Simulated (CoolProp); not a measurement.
Vapour-liquid equilibrium of hydrogen chloride (1) + n-butane (2) at 267.4 K; x and y are mole fractions of (1).

Computed with CoolProp (multi-fluid Helmholtz-energy mixture model, Thol 2018 and Bücker 2006; pair parameters Bell 2016).

Q: Give the bubble pressure and the first vapour's composition at x = 0.15, 0.55, 0.65. Is there an azeotrope?

A: x = 0.15: 0.5998 MPa, y = 0.863; x = 0.55: 1.462 MPa, y = 0.950; x = 0.65: 1.595 MPa, y = 0.958. No azeotrope shows between x = 0.05 and 0.95.

The pair parameters rest on a limited set of measurements; away from them the model extrapolates. The gap from Raoult's law changes sign with composition, which may be real or a fault of the pair parameters; it wasn't checked against measurements.
